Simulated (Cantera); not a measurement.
What does this Cantera script print?

```python
import numpy as np
import cantera as ct

gas_names = [...]  # 49 gases of nasa_gas.yaml made of Cl, F, H, N, Si
cond_names = """
    NH4CL(a) NH4CL(b) Si(cr) Si(L) Si3N4(a)
""".split()


# ... load() reads the species with a 1 bar reference pressure and builds the phases ...
atoms = {
    'Si': {'Si': 1},
    'NF3': {'N': 1, 'F': 3},
    'HCl': {'H': 1, 'CL': 1},
}
top_T = {'Si3N4(a)': 2400}  # K; cautious upper limits of use, not melting points


# ... equilibrate(T, P, feed) seeds the gas with the atoms and calls Mixture.equilibrate('TP', solver="vcs", rtol=1e-11, max_steps=5000) ...
results = []
feed = {'Si': 1, 'NF3': 4.6, 'HCl': 2.2}  # mol
P = 7.1  # Pa
for T in [873, 923, 973, 1023, 1073, 1123, 1173, 1223]:
    mix = equilibrate(T, P, feed)
    results.append((T, P, feed, dict(zip(mix.species_names, mix.species_moles))))
    x = sorted(zip(gas.X, gas.species_names), reverse=True)
    print(f"T = {T:g} K  P = {P:g} Pa  gas = {mix.phase_moles(0):.4g} mol")
    print("   x: " + "  ".join(f"{s} {v:.3e}" for v, s in x if v > 0.0001))
    print("   condensed (mol): " + ("  ".join(f"{mix.phase(i).name} {mix.phase_moles(i):.4g}"
          for i in range(1, mix.n_phases) if mix.phase_moles(i) > 1e-12) or "none"))
```

Output:

```
T = 873 K  P = 7.1 Pa  gas = 12.85 mol
   x: F 3.819e-01  N2 1.789e-01  HF 1.711e-01  CLF 1.711e-01  SiF4 7.779e-02  F2 1.910e-02
   condensed (mol): none
T = 923 K  P = 7.1 Pa  gas = 13.02 mol
   x: F 4.023e-01  N2 1.767e-01  HF 1.690e-01  CLF 1.690e-01  SiF4 7.681e-02  F2 6.225e-03
   condensed (mol): none
T = 973 K  P = 7.1 Pa  gas = 13.07 mol
   x: F 4.089e-01  N2 1.759e-01  HF 1.683e-01  CLF 1.681e-01  SiF4 7.649e-02  F2 2.137e-03  CL 1.236e-04
   condensed (mol): none
T = 1023 K  P = 7.1 Pa  gas = 13.1 mol
   x: F 4.114e-01  N2 1.756e-01  HF 1.680e-01  CLF 1.672e-01  SiF4 7.635e-02  F2 7.992e-04  CL 5.779e-04
   condensed (mol): none
T = 1073 K  P = 7.1 Pa  gas = 13.13 mol
   x: F 4.136e-01  N2 1.752e-01  HF 1.675e-01  CLF 1.646e-01  SiF4 7.616e-02  CL 2.319e-03  CL2 3.302e-04  F2 3.270e-04
   condensed (mol): none
T = 1123 K  P = 7.1 Pa  gas = 13.22 mol
   x: F 4.184e-01  N2 1.740e-01  HF 1.665e-01  CLF 1.564e-01  SiF4 7.566e-02  CL 7.888e-03  CL2 1.100e-03  F2 1.466e-04
   condensed (mol): none
T = 1173 K  P = 7.1 Pa  gas = 13.43 mol
   x: F 4.292e-01  N2 1.713e-01  HF 1.638e-01  CLF 1.366e-01  SiF4 7.447e-02  CL 2.183e-02  CL2 2.695e-03
   condensed (mol): none
T = 1223 K  P = 7.1 Pa  gas = 13.81 mol
   x: F 4.467e-01  N2 1.666e-01  HF 1.593e-01  CLF 1.036e-01  SiF4 7.242e-02  CL 4.697e-02  CL2 4.377e-03
   condensed (mol): none
```

Method: chemical equilibrium by Gibbs-energy minimisation in Cantera with the NASA 1993 tables (ideal gas, pure condensed phases).
